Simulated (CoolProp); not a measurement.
Aqueous lithium chloride as a coolant, at -4 °C, 1 atm.

Model: Melinder's fits for secondary coolants, in CoolProp.

| mass % | freezing point (°C) | Prandtl number | cp (kJ/(kg K)) | conductivity (W/(m K)) | viscosity (mPa s) |
|---|---|---|---|---|---|
| 5.8 | ___ | 17.0 | 3.869 | 0.544 | 2.39 |
| 7.6 | -8.5 | 17.6 | ___ | 0.541 | 2.53 |
| 9.3 | -11.1 | 18.3 | 3.665 | 0.538 | 2.68 |
| 11 | -14.0 | 19.0 | 3.569 | 0.535 | 2.85 |
| 12.7 | -17.6 | 19.8 | ___ | 0.532 | 3.04 |
| 14.4 | -22.1 | 20.7 | 3.382 | 0.529 | ___ |
| 16.1 | -27.6 | 21.7 | 3.294 | ___ | 3.46 |
| 17.8 | -34.1 | 22.8 | 3.210 | 0.523 | ___ |
| 19.5 | ___ | 24.0 | 3.134 | ___ | 3.98 |

Q: Some entries are withheld; supply them.

A: 
- 5.8, freezing point (°C): -6.1
- 7.6, cp (kJ/(kg K)): 3.763
- 12.7, cp (kJ/(kg K)): 3.475
- 14.4, viscosity (mPa s): 3.24
- 16.1, conductivity (W/(m K)): 0.526
- 17.8, viscosity (mPa s): 3.71
- 19.5, freezing point (°C): -41.5
- 19.5, conductivity (W/(m K)): 0.520
